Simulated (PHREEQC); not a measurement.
A solution holds 0.03 mol/kgw HF, 0.11 mol/kgw NH4HF2 and 0.004 mol/kgw (NH4)2SiF6, at 20 °C. Closed to the air; pH follows from the charge balance.

Computed with PHREEQC (ion-association model, wateq4f.dat).

Precipitation was switched off in this run.

Q: Order these F species by the share of F that they hold, largest first: HF2-, H2F2, F-, HF, SiF6-2.

A: F- (31 %), HF (28 %), HF2- (18 %), H2F2 (14 %), SiF6-2 (8.8 %)

The pH is 3.05 and the ionic strength 0.123 mol/kgw. Complexes and solids missing from the database can't appear. wateq4f.dat counts part of the HF as a dimer, H2F2, which phreeqc.dat doesn't know; its constant is uncertain. SiF6-2 is the database's only silicon fluoride.
